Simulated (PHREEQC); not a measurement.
Solution (20 °C): 0.18 mol NaHCO3, 0.00084 mol NaF and 0.035 mol LiCl per kg of water. Closed to the air; pH follows from the charge balance.

Equilibrium calculation in PHREEQC: ion-association model, phreeqc.dat.

This is a speciation only: nothing precipitates in the calculation.

**Question.** Order these Na species by the share of Na that they hold, largest first: NaCO3-, NaHCO3, Na+.

**Answer.** Na+ (94 %), NaHCO3 (4.8 %), NaCO3- (0.70 %)

The pH is 7.99 and the ionic strength 0.207 mol/kgw. Species that the database lacks are ignored.
